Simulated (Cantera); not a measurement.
A perfectly stirred reactor is fed with NO : N2 = 1 : 7.5 (molar parts), at 0.109 atm; it is held at 1825 K, and followed from long to short residence time.

Model: GRI-Mech 3.0 (53 species, 325 reactions), integrated in Cantera.

Task: What does this change do: pressure from 0.109 atm to 1.48 atm?

Result: 
| quantity | before | after |
|---|---|---|
| x(NO) at τ = 0.740 s | 0.117 | 0.109 |
| x(N2) at τ = 0.740 s | 0.883 | 0.887 |
| x(N2O) at τ = 0.740 s | 5.49e-6 | 5.24e-6 |
| x(O2) at τ = 0.740 s | 0.000421 | 0.00443 |
| x(NO2) at τ = 0.740 s | 8.08e-6 | 5.22e-5 |
| x(NO) at τ = 21.0 ms | 0.118 | 0.117 |
| x(N2) at τ = 21.0 ms | 0.882 | 0.882 |
| x(N2O) at τ = 21.0 ms | 3.54e-6 | 5.84e-6 |
| x(O2) at τ = 21.0 ms | 3.04e-6 | 0.000117 |
| x(NO2) at τ = 21.0 ms | 3.08e-6 | 2.74e-5 |
